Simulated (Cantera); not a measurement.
Cantera run:

```python
import numpy as np
import cantera as ct

gas_names = [...]  # 110 gases of nasa_gas.yaml made of C, H, O
cond_names = """
    C(gr) C6H6(L) C7H8(L) C8H18(L),n-octa H2O(s) H2O(L)
""".split()


# ... load() reads the species with a 1 bar reference pressure and builds the phases ...
atoms = {
    'CO': {'C': 1, 'O': 1},
    'CO2': {'C': 1, 'O': 2},
    'H2': {'H': 2},
}
top_T = {'C(gr)': 4500}  # K; cautious upper limits of use, not melting points


# ... equilibrate(T, P, feed) seeds the gas with the atoms and calls Mixture.equilibrate('TP', solver="vcs", rtol=1e-11, max_steps=5000) ...
results = []
feed = {'CO': 1, 'CO2': 0.036, 'H2': 9.4}  # mol
T = 923.15  # K
for P in [10, 160, 2500, 40000, 630000, 10000000]:
    mix = equilibrate(T, P, feed)
    results.append((T, P, feed, dict(zip(mix.species_names, mix.species_moles))))

top = {s: max(r[3][s] / sum(r[3][g] for g in gas_names) for r in results) for s in gas_names}
cols = sorted((s for s in top if top[s] > 0.001), key=lambda s: -top[s])[:9]
seen = [c for c in cond_names if any(r[3].get(c, 0) > 1e-12 for r in results)]
print("log10 of partial pressures in bar; condensed amounts in mol")
print(f"{'P/Pa':>10s}" + "".join(f"{s[:9]:>10s}" for s in cols + seen))
for T, P, feed, n in results:
    ng = sum(n[g] for g in gas_names)
    print(f"{P:10.4g}" + "".join(f"{np.log10(max(n[s] / ng * P / 1e5, 1e-99)):10.3f}" for s in cols)
          + "".join(f"{n.get(c, 0):10.4g}" for c in seen))
```

Output:

```
log10 of partial pressures in bar; condensed amounts in mol
      P/Pa        H2       H2O       CH4        CO       CO2
        10    -4.047    -6.550   -11.043    -5.006    -7.199
       160    -2.843    -5.343    -7.433    -3.802    -5.992
      2500    -1.650    -3.882    -4.136    -2.621    -4.543
     4e+04    -0.469    -1.760    -1.739    -1.644    -2.624
   6.3e+05     0.677    -0.110    -0.122    -1.815    -2.291
     1e+07     1.874     1.108     1.093    -2.974    -3.431
```

These are equilibrium values from Cantera (NASA tables, ideal gas, pure condensed phases), not measurements of a reactor. The ideal-gas law is rough above about 30 bar.
